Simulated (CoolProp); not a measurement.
Propylene along the isotherm 259.9 K: Z from the reference equation and from simpler models built on Tc = 364.2 K, pc = 4555 kPa, ω = 0.146; each cubic takes its own stable root.

Model: reference Helmholtz-energy equation of state, Lemmon 2013, in CoolProp.

| p (kPa) | phase | reference |
|---|---|---|
| 21.6 | gas | 0.9953 |
| 36.5 | gas | 0.9920 |
| 61.5 | gas | 0.9865 |
| 104 | gas | 0.9770 |
| 175 | gas | 0.9606 |
| 296 | gas | 0.9313 |
| 499 | liquid | 0.01719 |
| 842 | liquid | 0.02897 |
| 1420 | liquid | 0.04877 |
| 2400 | liquid | 0.08219 |
| 4050 | liquid | 0.1380 |
| 6830 | liquid | 0.2311 |

**Question.** How far does each simpler model (van der Waals, Redlich-Kwong, Soave-Redlich-Kwong) lie from the reference over these 12 states: mean and median of the absolute difference, and the worst?

**Answer.** 
- van der Waals: mean 697.6 %, median 28.0 %, worst +5268.8 % at 259.9 K and 499 kPa
- Redlich-Kwong: mean 4.6 %, median 4.4 %, worst +9.5 % at 259.9 K and 499 kPa
- Soave-Redlich-Kwong: mean 3.6 %, median 3.4 %, worst +7.3 % at 259.9 K and 499 kPa

At some of these states van der Waals gives the other phase, because its saturation line lies elsewhere.
